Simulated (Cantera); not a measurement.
An isothermal, constant-pressure homogeneous reactor starts with H2 : O2 : N2 = 1.4 : 1 : 3.5 (molar parts), equivalence ratio 0.70, at 1023 K and 37000 Pa.

Computed with Cantera and the H2/O2 subset of GRI-Mech 3.0, which has no nitrogen chemistry. The temperature is held fixed by assumption; the heat of reaction is taken as removed at once.

x: mole fraction; the columns are a selection and need not sum to one.

| t (s) | x H2 | x O2 | x O | x H2O | x H2O2 | x HO2 |
|---|---|---|---|---|---|---|
| 0.000100 | 0.237 | 0.169 | 7.43e-9 | 7.34e-8 | 3.48e-11 | 1.83e-8 |
| 0.000323 | 0.224 | 0.164 | 0.000840 | 0.0109 | ? | 4.34e-5 |
| 0.00104 | 0.00563 | 0.0602 | 0.000148 | 0.263 | ? | 3.82e-5 |
| 0.00337 | 0.00213 | 0.0587 | 1.55e-5 | 0.267 | ? | 2.54e-5 |
| 0.0109 | 0.00119 | 0.0582 | 2.55e-6 | 0.268 | ? | 1.74e-5 |
| 0.0352 | 0.000601 | 0.0580 | 8.24e-7 | 0.269 | ? | 1.10e-5 |
| 0.114 | 0.000205 | 0.0578 | 1.56e-7 | 0.269 | ? | 4.75e-6 |
| 0.367 | 5.26e-5 | 0.0577 | 1.69e-8 | 0.269 | ? | 1.42e-6 |
| 1.19 | 1.03e-5 | 0.0577 | 1.52e-9 | 0.269 | ? | 3.10e-7 |
| 3.83 | 7.24e-7 | 0.0577 | 1.12e-10 | 0.269 | 1.79e-10 | 2.47e-8 |
| 12.4 | 6.28e-10 | 0.0577 | 6.62e-11 | 0.269 | 8.10e-11 | 8.21e-10 |
| 40.0 | 3.20e-10 | 0.0577 | 1.15e-10 | 0.269 | 1.38e-10 | 6.63e-10 |

Some entries are withheld; supply them.


- 0.000323, x H2O2: 5.47e-7
- 0.00104, x H2O2: 4.59e-6
- 0.00337, x H2O2: 5.28e-6
- 0.0109, x H2O2: 7.13e-6
- 0.0352, x H2O2: 4.09e-6
- 0.114, x H2O2: 8.73e-7
- 0.367, x H2O2: 8.46e-8
- 1.19, x H2O2: 5.12e-9
